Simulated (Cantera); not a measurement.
Cantera run:

```python
import numpy as np
import cantera as ct

gas_names = [...]  # 113 gases of nasa_gas.yaml made of C, F, H, Si
cond_names = """
    C(gr) C6H6(L) C7H8(L) C8H18(L),n-octa Si(cr) Si(L) SiC(b)
""".split()


# ... load() reads the species with a 1 bar reference pressure and builds the phases ...
atoms = {
    'SiF4': {'Si': 1, 'F': 4},
    'C3H8': {'C': 3, 'H': 8},
    'H2': {'H': 2},
}
top_T = {'C(gr)': 4500, 'SiC(b)': 3050}  # K; cautious upper limits of use, not melting points


# ... equilibrate(T, P, feed) seeds the gas with the atoms and calls Mixture.equilibrate('TP', solver="vcs", rtol=1e-11, max_steps=5000) ...
results = []
feed = {'SiF4': 1, 'C3H8': 0.0055, 'H2': 990}  # mol
T = 1248.15  # K
P = 3500  # Pa
mix = equilibrate(T, P, feed)
results.append((T, P, feed, dict(zip(mix.species_names, mix.species_moles))))
print(gas.report(threshold=1e-06))
for i in range(1, mix.n_phases):
    print(f"{mix.phase(i).name:16s} {mix.phase_moles(i):12.5e} mol")
```

It prints:

```
       temperature   1248.2 K
          pressure   3500 Pa
           density   0.00071455 kg/m^3
  mean mol. weight   2.1187 kg/kmol
   phase of matter   gas

                          1 kg             1 kmol
                     ---------------   ---------------
          enthalpy        1.2648e+07        2.6798e+07  J
   internal energy        7.7501e+06         1.642e+07  J
           entropy             94995        2.0126e+05  J/K
    Gibbs function       -1.0592e+08       -2.2441e+08  J
 heat capacity c_p             14808             31373  J/K
 heat capacity c_v             10883             23058  J/K

                      mass frac. Y      mole frac. X     chem. pot. / RT
                     ---------------   ---------------   ---------------
               CH4        5.0983e-05         6.733e-06           -48.797
                 H        1.1899e-06        2.5011e-06           -10.719
                HF          0.002819        0.00029854           -60.997
                H2           0.95029           0.99869           -21.438
              SiF2        0.00023229        7.4476e-06           -106.75
              SiF3         0.0030741        7.6553e-05           -157.03
              SiF4          0.037381        0.00076095           -207.31
             SiHF3         0.0057359        0.00014116           -167.75
            SiH2F2        0.00040737        1.2674e-05           -128.19
     [ +104 minor]        7.1122e-06        3.0378e-07

C(gr)             0.00000e+00 mol
Si(cr)            0.00000e+00 mol
SiC(b)            9.82664e-03 mol
```

Method: chemical equilibrium by Gibbs-energy minimisation in Cantera with the NASA 1993 tables (ideal gas, pure condensed phases). The tables' values for SiF3 are old estimates; treat these amounts as uncertain.
